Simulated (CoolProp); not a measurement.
Vapour-liquid equilibrium of ethane (1) + n-perfluorobutane (2) at -36.85 °C; x and y are mole fractions of (1).

The numbers come from the multi-fluid Helmholtz-energy mixture model, Bücker 2006 and Gao 2022; pair parameters Bell 2016 in CoolProp.

Q: Give the bubble pressure and the first vapour's composition at x = 0.15, 0.25, 0.95. Is there an azeotrope?

A: x = 0.15: 0.2766 MPa, y = 0.932; x = 0.25: 0.4129 MPa, y = 0.956; x = 0.95: 0.8173 MPa, y = 0.994. No azeotrope shows between x = 0.05 and 0.95.

Pair parameters are fitted to limited data, so mixtures are less certain than the pure fluids. With so large a gap from Raoult's law the liquid may split in two, which this calculation doesn't test in full.
